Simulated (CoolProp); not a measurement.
Vapour-liquid equilibrium of R134a (1) + R245fa (2) at 57.85 °C; x and y are mole fractions of (1).

Computed with CoolProp (multi-fluid Helmholtz-energy mixture model, Tillner-Roth 1994 and Akasaka 2015; pair parameters Akasaka 2014).

```
x     bubble pressure, mixture model (kPa)  bubble pressure, Raoult's law (kPa)  y, mixture model  y, Raoult's law
----  ------------------------------------  -----------------------------------  ----------------  ---------------
0.05                                     ?                                492.9                 ?            0.162
0.2                                  643.7                                667.4             0.424            0.479
0.35                                     ?                                841.8             0.605            0.664
0.5                                      ?                                 1016                 ?            0.786
0.65                                  1144                                 1191             0.831            0.872
0.8                                   1329                                 1365                 ?            0.936
0.95                                  1528                                 1540             0.979            0.986
```

**Question.** Fill in the missing entries.

**Answer.** 
- 0.05, bubble pressure, mixture model (kPa): 486.7
- 0.05, y, mixture model: 0.138
- 0.35, bubble pressure, mixture model (kPa): 804.1
- 0.5, bubble pressure, mixture model (kPa): 970.0
- 0.5, y, mixture model: 0.733
- 0.8, y, mixture model: 0.911

The largest gap from Raoult's law is -4.5 % in bubble pressure, at x = 0.5. No azeotrope shows between x = 0.05 and 0.95.

The pair parameters rest on a limited set of measurements; away from them the model extrapolates.
